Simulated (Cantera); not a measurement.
Charge: 1 mol Al, 11 mol O2, 180 mol N2, held at 1998.15 K and 0.540 Torr.

Cantera equilibrium calculation (NASA polynomials, part measured and part estimated; ideal gas, pure solids and liquids). Candidate condensed phases: Al, AlN, Al2O3; 16 gas species. Rates play no part.

Base state: N2 0.942, O2 0.0490, O 0.00544, NO 0.00402 (mole fractions); condensed: Al2O3(s).

### Question
What changes in the equilibrium state with this change: temperature from 1998.15 K to 748.15 K?

### Answer
| species | before | after |
|---|---|---|
| N2 | 0.942 | 0.946 |
| O2 | 0.0490 | 0.0539 |
| NO | 0.00402 | 4.29e-7 |
| O | 0.00544 | <1e-9 |
| Al2O3(s), mol | 0.500 | 0.500 |
